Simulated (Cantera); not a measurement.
Charge: 1 mol C₂F₆, 0.022 mol CH₄, 0.48 mol H₂, equilibrated at 725 K and 340 Pa.

Equilibrium computed with Cantera from the NASA thermochemical tables; the gas is ideal and each condensed phase is pure. Candidate condensed phases: C, C₆H₆, C₇H₈, C₈H₁₈; 95 gas species. The feed counts by its element totals alone. Condensed phases not in the tables: fluorocarbon polymer. Gases not in the tables: C₂F₆ and larger saturated fluorocarbons. Equilibrium is a limit: real reactors are often held back by kinetics, nucleation or transport.

Base state: CF₄ 0.542, HF 0.458 (mole fractions); condensed: C(graphite).

### Question
What changes in the equilibrium state with this change: C₂F₆ replaced by CH₃Cl?

### Answer
```json
[
 {"species": "H₂", "before": "<1e-9", "after": "0.595"},
 {"species": "HCl", "before": "0", "after": "0.399"},
 {"species": "CH₄", "before": "<1e-9", "after": "0.00618"},
 {"species": "CF₄", "before": "0.542", "after": "0"},
 {"species": "HF", "before": "0.458", "after": "0"},
 {"species": "C(graphite), mol", "before": "0.784", "after": "1.01"}
]
```

### Question
What changes in the equilibrium state with this change: C₂F₆ replaced by c-C₄F₈?

### Answer
```
species           before  after
----------------  ------  -----
CF₄                0.542  0.624
HF                 0.458  0.376
C(graphite), mol   0.784   2.28
```
